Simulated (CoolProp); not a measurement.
Saturated liquid density (kg/m³) of isohexane: the reference equation beside estimates from Tc = 497.7 K, pc = 3.043 MPa, ω = 0.280.

Model: reference Helmholtz-energy equation of state, Lemmon 2006, in CoolProp. It is a short technical equation, of lower accuracy than the large ones.

```tsv
T (K)	reference	van der Waals	Redlich-Kwong	Peng-Robinson
366.2	581.1	350.0	503.5	598.4
373.1	573.5	345.2	(withheld)	589.3
380	565.7	340.3	(withheld)	(withheld)
386.9	557.6	335.2	477.0	569.7
393.8	549.3	330.0	467.6	559.1
400.7	540.7	(withheld)	457.8	548.1
407.6	531.8	(withheld)	447.6	536.4
414.5	(withheld)	313.0	437.0	(withheld)
```

### Question
Fill in the missing entries.

### Answer

- 373.1, Redlich-Kwong: 495.0
- 380, Redlich-Kwong: 486.2
- 380, Peng-Robinson: 579.7
- 400.7, van der Waals: 324.5
- 407.6, van der Waals: 318.9
- 414.5, reference: 522.5
- 414.5, Peng-Robinson: 524.1

Absolute difference from the reference over all 8 rows, mean and median: van der Waals 39.9 and 39.9 %, Redlich-Kwong 14.7 and 14.7 %, Peng-Robinson 1.8 and 2.0 %.
